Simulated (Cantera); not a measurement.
Source: NASA polynomial tables (part measured, part estimated), evaluated in Cantera. Values are per mole of reaction as written; species without (g) are pure solids or liquids, kept so even where they would boil at 1 bar.

Problem. Between 300 and 573 K, where is each reaction favourable under standard conditions?
- 3 NiS + S = Ni3S4
- NiS2 + 2 H(g) = NiS + H2S(g)

Solution. 
- 3 NiS + S = Ni3S4: ΔG° is -36 kJ at 300 K and -34 kJ at 573 K; it stays negative (K > 1). ΔH° is -41 kJ and ΔS° -12 J/K at 573 K.
- NiS2 + 2 H(g) = NiS + H2S(g): ΔG° is -400 kJ at 300 K and -386 kJ at 573 K; it stays negative (K > 1). ΔH° is -421 kJ and ΔS° -61 J/K at 573 K.
